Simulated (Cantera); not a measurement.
An isothermal, constant-pressure homogeneous reactor starts with NH3 : N2 = 1 : 8.5 (molar parts), at 2050 K and 13000 Pa. Integrator tolerance rtol = 1e-08.

Detailed kinetics in Cantera: the gas-phase N/H chemistry of the illustrative SiF4/NH3 mechanism in the Surface Chemkin manual (1991). Walls and surfaces, which speed up NH3 decomposition in real reactors, are not modelled.

Problem. What does this change do: pressure from 13000 Pa to 1330 Pa?

Solution. 
```json
[
 {"quantity": "x(NH3) at 2.00 s", "before": "5.34e-6 (gas-phase equilibrium 1.18e-7)", "after": "0.00877 (gas-phase equilibrium 1.18e-8)"},
 {"quantity": "x(H2) at 2.00 s", "before": "0.142 (gas-phase equilibrium 0.141)", "after": "0.131 (gas-phase equilibrium 0.139)"},
 {"quantity": "x(NH) at 2.00 s", "before": "1.29e-7 (gas-phase equilibrium 3.08e-9)", "after": "8.21e-6 (gas-phase equilibrium 3.04e-9)"},
 {"quantity": "x(N2H4) at 2.00 s", "before": "<1e-12 (gas-phase equilibrium <1e-12)", "after": "3.00e-11 (gas-phase equilibrium <1e-12)"},
 {"quantity": "x(N2) at 2.00 s", "before": "0.856 (gas-phase equilibrium 0.856)", "after": "0.860 (gas-phase equilibrium 0.854)"},
 {"quantity": "x(N2H2) at 2.00 s", "before": "3.03e-12 (gas-phase equilibrium <1e-12)", "after": "7.97e-8 (gas-phase equilibrium <1e-12)"},
 {"quantity": "x(N) at 2.00 s", "before": "1.88e-7 (gas-phase equilibrium 4.66e-9)", "after": "2.33e-6 (gas-phase equilibrium 1.45e-8)"}
]
```
